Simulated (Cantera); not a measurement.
An isothermal plug-flow reactor at 700 K and 30000 Pa (inlet), inlet velocity 3.4 m/s, active area per volume 3400 1/m; feed CO : O2 : N2 : H2O = 0.027 : 0.038 : 0.79 : 0.085 (molar parts), equivalence ratio 0.36.

Cantera simulation using Deutschmann's 1995 Pt surface mechanism with GRI-Mech 3.0 gas chemistry; the numbers are that mechanism's predictions, not measurements. Catalytic surfaces can have several steady states; this one follows from the mechanism file's or the stated starting coverage. Mass transfer to the wall is taken as infinitely fast.

### Question
What does this change do: temperature 700 to 525 K?

### Answer
```json
[
 {"quantity": "x(CO) at z = 0.014 m", "before": "0.000286", "after": "0.0287"},
 {"quantity": "x(O2) at z = 0.014 m", "before": "0.0266", "after": "0.0404"},
 {"quantity": "x(H2O) at z = 0.014 m", "before": "0.0917", "after": "0.0904"},
 {"quantity": "x(CO2) at z = 0.014 m", "before": "0.0289", "after": "1.88e-5"},
 {"quantity": "θ(free Pt) at the exit", "before": "0.0262", "after": "0.00135"}
]
```

### Question
What does this change do: area per volume 3400 to 1800 1/m?

### Answer
```json
[
 {"quantity": "x(CO) at z = 0.014 m", "before": "0.000286", "after": "0.0102"},
 {"quantity": "x(O2) at z = 0.014 m", "before": "0.0266", "after": "0.0314"},
 {"quantity": "x(H2O) at z = 0.014 m", "before": "0.0917", "after": "0.0913"},
 {"quantity": "x(CO2) at z = 0.014 m", "before": "0.0289", "after": "0.0188"},
 {"quantity": "θ(free Pt) at the exit", "before": "0.0262", "after": "0.0883"},
 {"quantity": "θ(O*) at the exit", "before": "0.969", "after": "0.00627"}
]
```
